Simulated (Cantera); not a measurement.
A freely propagating, adiabatic, planar premixed flame of 52.2 % H₂, 10.0 % O₂, 37.8 % N₂, equivalence ratio 2.6, unburnt at 350 K and 170000 Pa; mixture-averaged transport, grid criteria slope 0.08 and curve 0.16, no radiation.

Detailed kinetics in Cantera: the H2/O2 subset of GRI-Mech 3.0, which has no nitrogen chemistry. Burning velocities carry a grid error of a few per cent, more on coarse grids.

Problem. Predict: laminar burning velocity; thermal thickness; peak x(HO₂); peak x(H₂O₂); peak x(O).

Solution. 
- laminar burning velocity = 329 cm/s
- thermal thickness = 0.191 mm
- peak x(HO₂) = 0.000546
- peak x(H₂O₂) = 7.67e-5
- peak x(O) = 0.00129
